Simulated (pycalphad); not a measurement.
All values are pycalphad results on the COST 507 light-alloy database (1999) (1 atm), not direct measurements. These are 1990s assessments: newer ones move some temperatures and phases. Diffusion is slow at the low end, where real alloys seldom reach equilibrium.

# Hf-0.1582C (wt.%): equilibrium cooling sequence

```csv
T (K),phases above,phases below
2508.9,liquid,hcp + liquid
2479.5,hcp + liquid,bcc + hcp
2319.8,bcc + hcp,hcp
804.1,hcp,fcc + hcp
```

Changes were sought between steps of 75 K, so a narrower field can be missed.

The fcc model also describes the rock-salt carbide or nitride (TiC, TiN, HfC).
